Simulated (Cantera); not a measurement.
Source: NASA polynomial tables (part measured, part estimated), evaluated in Cantera. Values are per mole of reaction as written; species without (g) are pure solids or liquids, kept so even where they would boil at 1 bar. TaC: taken at fixed stoichiometry.

Between 350 and 1150 K, where is each reaction favourable under standard conditions?
- 2 C2H2(g) + 3 Ta ⇌ CH4(g) + 3 TaC
- 2 H(g) + 2 TaC ⇌ 2 Ta + C2H2(g)
- Ta + 2 C2H4(g) ⇌ TaC + C3H8(g)


- 2 C2H2(g) + 3 Ta ⇌ CH4(g) + 3 TaC: ΔG° is -889 kJ at 350 K and -713 kJ at 1150 K; it stays negative (K > 1). ΔH° is -965 kJ and ΔS° -219 J/K at 1150 K.
- 2 H(g) + 2 TaC ⇌ 2 Ta + C2H2(g): ΔG° is 91 kJ at 350 K and 131 kJ at 1150 K; it stays positive (K < 1). ΔH° is 62 kJ and ΔS° -60 J/K at 1150 K.
- Ta + 2 C2H4(g) ⇌ TaC + C3H8(g): ΔG° is -295 kJ at 350 K and -165 kJ at 1150 K; it stays negative (K > 1). ΔH° is -347 kJ and ΔS° -159 J/K at 1150 K.
